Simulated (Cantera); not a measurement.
Mixture: C3H8 : O2 : N2 = 1 : 3.57 : 23.9 (molar parts), at 23.0 bar, adiabatic and at constant volume. Ignition delay is the time to a rise of 400 K.

Model: GRI-Mech 3.0 (53 species, 325 reactions), integrated in Cantera. GRI-Mech 3.0 was tuned for natural gas; its chemistry of propane as a main component is partial and can be far from experiment. The pressure lies above the range GRI-Mech 3.0 was tuned for (to about 10 atm).

Problem. What does this change do: 0.068 parts H2 added?

Solution. 
| quantity | before | after |
|---|---|---|
| delay at 1298 K | 0.255 ms | 0.236 ms |
| delay at 1398 K | 58.4 µs | 56.1 µs |
| delay at 1498 K | 17.0 µs | 16.7 µs |
| delay at 1598 K | 6.30 µs | 6.22 µs |
| delay at 1698 K | 2.86 µs | 2.83 µs |
| delay at 1798 K | 1.53 µs | 1.52 µs |
| apparent activation energy between 1598 and 1798 K | 170 kJ/mol | 170 kJ/mol |

Problem. What does this change do: pressure from 23.0 bar to 0.470 bar?

Solution. 
```json
[
 {"quantity": "delay at 1298 K", "before": "0.255 ms", "after": "2.02 ms"},
 {"quantity": "delay at 1398 K", "before": "58.4 µs", "after": "0.498 ms"},
 {"quantity": "delay at 1498 K", "before": "17.0 µs", "after": "0.176 ms"},
 {"quantity": "delay at 1598 K", "before": "6.30 µs", "after": "81.5 µs"},
 {"quantity": "delay at 1698 K", "before": "2.86 µs", "after": "45.9 µs"},
 {"quantity": "delay at 1798 K", "before": "1.53 µs", "after": "29.6 µs"},
 {"quantity": "apparent activation energy between 1598 and 1798 K", "before": "170 kJ/mol", "after": "120 kJ/mol"}
]
```
